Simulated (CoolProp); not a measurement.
Properties of ammonia along the isobar 9.64 MPa.

Values from CoolProp's reference Helmholtz-energy equation of state, Gao 2020.

```tsv
T (K)	phase	Z	cv (kJ/(kg K))	Joule-Thomson coefficient (K/MPa)	expansivity (1/kK)	Prandtl number
320	liquid	0.1068	2.752	-0.04209	2.755	1.24
337.9	liquid	?	2.738	0.03820	3.276	1.24
355.8	liquid	0.1082	2.737	0.1682	4.144	1.28
373.7	liquid	0.1125	2.762	0.4155	5.974	1.41
391.5	liquid	?	2.886	1.139	13.76	2.03
409.4	gas	0.5898	2.844	7.868	14.12	1.57
427.3	gas	0.6821	?	7.270	8.169	1.30
445.2	gas	0.7414	2.371	6.647	6.000	1.16
463.1	gas	0.7847	2.294	6.062	4.838	1.08
481	gas	0.8180	2.253	5.528	4.102	1.02
498.8	gas	0.8445	2.234	5.050	3.591	0.984
516.7	gas	0.8663	2.227	4.619	3.209	0.954
534.6	gas	0.8844	2.228	4.233	2.913	0.931
```

Fill in the missing entries.


- 337.9, Z: 0.1067
- 391.5, Z: 0.1251
- 427.3, cv (kJ/(kg K)): 2.520

Viscosity comes from a separate model (Fenghour 1995). Thermal conductivity comes from a separate model (Tufeu 1984).
